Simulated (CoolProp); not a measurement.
The fluid at 258.38 K and 2.48 MPa is throttled through a valve to 0.199 MPa with no heat exchange. The same conditions are run with several fluids, on thermodynamics alone (safety and materials aside).

Model: reference Helmholtz-energy equation of state of each fluid (CH2F2 (R32): Tillner-Roth 1997; R142b: Lemmon 2006; R143a: Lemmon and Jacobsen 2000; isobutane: Bücker 2006; carbonyl sulfide: Lemmon 2006), in CoolProp.

| fluid | temperature change (K) | final phase | final density (kg/m³) |
|---|---|---|---|
| CH2F2 (R32) | -22.7 | two-phase, vapour fraction 0.103 | ___ |
| R142b | ___ | liquid | ___ |
| R143a | -17.1 | two-phase, vapour fraction 0.114 | 74.7 |
| isobutane | ___ | liquid | 596 |
| carbonyl sulfide | ___ | two-phase, vapour fraction 0.084 | 71.2 |

Question: Some entries are withheld; supply them.

Answer: 
- CH2F2 (R32), final density (kg/m³): 52.5
- R142b, temperature change (K): +0.8
- R142b, final density (kg/m³): 1200
- isobutane, temperature change (K): +0.9
- carbonyl sulfide, temperature change (K): -19.7
